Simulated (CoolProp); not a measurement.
Vapour-liquid equilibrium of toluene (1) + n-decane (2) at 0.876 bar; x and y are mole fractions of (1).

The numbers come from the multi-fluid Helmholtz-energy mixture model, Lemmon 2006 and Lemmon 2006; pair parameters Bell 2016 in CoolProp.

| x | bubble temperature, mixture model (K) | bubble temperature, Raoult's law (K) | y, mixture model | y, Raoult's law |
|---|---|---|---|---|
| 0.05 | 435.3 | 435.0 | 0.191 | 0.204 |
| 0.2 | 418.5 | 419.1 | 0.571 | 0.573 |
| 0.35 | 405.9 | 407.4 | 0.761 | 0.758 |
| 0.5 | 396.8 | 398.4 | 0.861 | 0.862 |
| 0.65 | 390.1 | 391.2 | 0.919 | 0.925 |
| 0.8 | 384.8 | 385.2 | 0.959 | 0.965 |
| 0.95 | 380.2 | 380.2 | 0.990 | 0.993 |

The largest gap from Raoult's law is -1.6 K in bubble temperature, at x = 0.5. No azeotrope shows between x = 0.05 and 0.95.

Pair parameters are fitted to limited data, so mixtures are less certain than the pure fluids. The gap from Raoult's law changes sign with composition, which may be real or a fault of the pair parameters; it wasn't checked against measurements.
